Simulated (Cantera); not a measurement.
A freely propagating, adiabatic, planar premixed flame of 12.0 % CH4, 18.5 % O2, 69.5 % N2, unburnt at 723 K and 31000 Pa; mixture-averaged transport, grid criteria slope 0.08 and curve 0.16, no radiation.

Model: GRI-Mech 3.0 (53 species, 325 reactions), integrated in Cantera. Burning velocities carry a grid error of a few per cent, more on coarse grids.

### Question
Predict: laminar burning velocity; thermal thickness; peak x(C2H6); peak x(C2H); peak x(H); peak x(CH2O).

### Answer
```json
{
  "laminar_burning_velocity": "197 cm/s",
  "thermal_thickness": "0.913 mm",
  "peak x(C2H6)": "0.00190",
  "peak x(C2H)": "2.98e-6",
  "peak x(H)": "0.0162",
  "peak x(CH2O)": "0.00131"
}
```
